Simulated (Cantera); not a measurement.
**Aluminium nitride and oxide growth: AlI3 + N2O + H2**

Charge: 1 mol AlI3, 0.58 mol N2O, 7.8 mol H2, held at 0.230 bar.

Equilibrium computed with Cantera from the NASA thermochemical tables; the gas is ideal and each condensed phase is pure. Candidate condensed phases: Al, AlI3, AlN, Al2O3, H2O, I2; 41 gas species. Mutual solubility and eutectic melting of coexisting phases are not modelled. Condensed phases not in the tables: aluminium oxynitride. Kinetics and transport are ignored.

| T (K) | x H2 | x HI | x I | x AlI | x N2 | x AlI3 | n AlN(s) | n Al2O3(s) |
|---|---|---|---|---|---|---|---|---|
| 1173 | 0.705 | 0.201 | 0.0228 | 1.30e-6 | 0.0417 | 0.0270 | 0.352 | 0.193 |
| 1273 | 0.709 | 0.179 | 0.0399 | 1.96e-5 | 0.0419 | 0.0279 | 0.341 | 0.193 |
| 1373 | 0.710 | 0.157 | 0.0627 | 0.000195 | 0.0410 | 0.0265 | 0.350 | 0.193 |
| 1473 | 0.709 | 0.136 | 0.0896 | 0.00137 | 0.0394 | 0.0230 | 0.369 | 0.193 |
| 1573 | 0.704 | 0.114 | 0.117 | 0.00706 | 0.0389 | 0.0175 | 0.362 | 0.193 |
| 1673 | 0.693 | 0.0896 | 0.137 | 0.0257 | 0.0438 | 0.0101 | 0.235 | 0.193 |
| 1773 | 0.680 | 0.0662 | 0.144 | 0.0527 | 0.0530 | 0.00340 | 0 | 0.193 |
| 1873 | 0.677 | 0.0537 | 0.160 | 0.0546 | 0.0524 | 0.000785 | 0 | 0.193 |
x: gas mole fraction; n: condensed amount in mol.

From 1173 K to 1673 K the condensed part is AlN(s) + Al2O3(s). From 1773 K to 1873 K the condensed part is Al2O3(s). The main Al-bearing gas is AlI3 at 1173 K and AlI at 1873 K. The share of Al in condensed phases is highest at 1473 K (75.6 %) and lowest at 1873 K (38.6 %).
